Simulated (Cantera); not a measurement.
A perfectly stirred reactor is fed with CH₄ : H₂ : O₂ : N₂ = 1 : 0.024 : 1.26 : 4.74 (molar parts), at 10.0 bar; it is adiabatic with a 325 K inlet, and is followed from long to short residence time, starting on the burning branch (τ in s: 0.29, 0.13, 0.056, 0.025, 0.011, 0.0049, 0.0021, 0.00095, 0.00042, 0.00019, 8.2e-05, 3.6e-05, 1.6e-05).

Computed with Cantera and GRI-Mech 3.0 (53 species, 325 reactions).

Question: Predict: blow-out, bracketed by the residence times tried; x(CH₄) at τ = 0.290 s; x(H₂) at τ = 0.290 s; x(O₂) at τ = 0.290 s; x(NO) at τ = 0.290 s; x(CH₄) at τ = 2.10 ms; x(H₂) at τ = 2.10 ms; x(O₂) at τ = 2.10 ms; x(NO) at τ = 2.10 ms; x(N₂O) at τ = 2.10 ms.

Answer: 
```
Item                                                                            Result
------------------------------------------------  ------------------------------------
blow-out, bracketed by the residence times tried  burning at 0.950 ms, out at 0.420 ms
x(CH₄) at τ = 0.290 s                                                          0.00288
x(H₂) at τ = 0.290 s                                                            0.0917
x(O₂) at τ = 0.290 s                                                           6.04e-5
x(NO) at τ = 0.290 s                                                           1.21e-6
x(CH₄) at τ = 2.10 ms                                                           0.0140
x(H₂) at τ = 2.10 ms                                                            0.0538
x(O₂) at τ = 2.10 ms                                                           0.00457
x(NO) at τ = 2.10 ms                                                           6.72e-7
x(N₂O) at τ = 2.10 ms                                                          1.52e-8
```
